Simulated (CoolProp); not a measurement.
R11 along the isotherm 168.75 °C: fugacity coefficient from the reference equation and from simpler models built on Tc = 198.0 °C, pc = 4.408 MPa, ω = 0.189; each cubic takes its own stable root.

Model: reference Helmholtz-energy equation of state, Jacobsen 1992, in CoolProp.

```
p (MPa)  phase  reference
-------  -----  ---------
0.157      gas     0.9853
0.315      gas     0.9706
0.472      gas     0.9560
0.63       gas     0.9413
0.787      gas     0.9268
0.944      gas     0.9122
1.1        gas     0.8978
1.26       gas     0.8830
1.42       gas     0.8682
1.57       gas     0.8542
1.73       gas     0.8394
1.89       gas     0.8245
2.05       gas     0.8095
2.2        gas     0.7953
```

Question: How far does each simpler model (van der Waals, Redlich-Kwong, Soave-Redlich-Kwong, Peng-Robinson) lie from the reference over these 14 states: mean and median of the absolute difference, and the worst?

Answer: 
- van der Waals: mean 2.0 %, median 1.9 %, worst +4.1 % at 168.75 °C and 2.2 MPa
- Redlich-Kwong: mean 0.2 %, median 0.2 %, worst +0.6 % at 168.75 °C and 2.2 MPa
- Soave-Redlich-Kwong: mean 0.0 %, median 0.0 %, worst +0.1 % at 168.75 °C and 2.2 MPa
- Peng-Robinson: mean 1.1 %, median 1.1 %, worst -1.9 % at 168.75 °C and 2.2 MPa
